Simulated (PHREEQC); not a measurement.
Make-up at 25 °C: 64 mmol/kgw KOH, 0.046 mmol/kgw H2SiF6 and 0.37 mmol/kgw Na2HAsO4. Closed to the air; pH follows from the charge balance.

The numbers come from PHREEQC with the ion-association model, wateq4f.dat.

| quantity | before | after |
|---|---|---|
| pH | 12.70 | 1.59 |
| ionic strength (mol/kgw) | 0.0659 | 0.120 |
| NaF (mol/kgw) | 7.40e-8 | 2.17e-9 |
| H4SiO4 (mol/kgw) | 3.01e-8 | 4.60e-5 |
| SI of Quartz (SiO2) | -3.53 | -0.34 |

Task: What was changed between the two runs?
A) KOH replaced by KHSO4 at the same molality
B) Na2HAsO4 replaced by Na2HPO4 at the same molality
C) H2SiF6 from 4.6e-05 to 4.14e-05 mol/kgw
D) 0.068 mol/kgw NaHCO3 added
E) KOH left out

Result: A, KOH replaced by KHSO4 at the same molality

Precipitation was switched off in this run. SiF6-2 is the database's only silicon fluoride.
